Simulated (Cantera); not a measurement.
An isothermal, constant-pressure homogeneous reactor starts with CH4 : H2O = 1 : 1.2 (molar parts), at 1448 K and 620000 Pa. Integrator tolerance rtol = 1e-08.

Detailed kinetics in Cantera: GRI-Mech 3.0 (53 species, 325 reactions).

Question: What does this change do: temperature 1448 to 2175 K?

Answer: 
```csv
quantity,before,after
x(CH4) at 40.0 s,0.177 (gas-phase equilibrium 0.000643),1.09e-6 (gas-phase equilibrium 1.25e-6)
x(H2O) at 40.0 s,0.238 (gas-phase equilibrium 0.0425),0.0447 (gas-phase equilibrium 0.0447)
x(C2H) at 40.0 s,3.06e-11 (gas-phase equilibrium <1e-12),<1e-12 (gas-phase equilibrium <1e-12)
x(O2) at 40.0 s,<1e-12 (gas-phase equilibrium <1e-12),6.06e-10 (gas-phase equilibrium 6.06e-10)
x(OH) at 40.0 s,3.16e-8 (gas-phase equilibrium 4.45e-9),1.40e-5 (gas-phase equilibrium 1.40e-5)
```
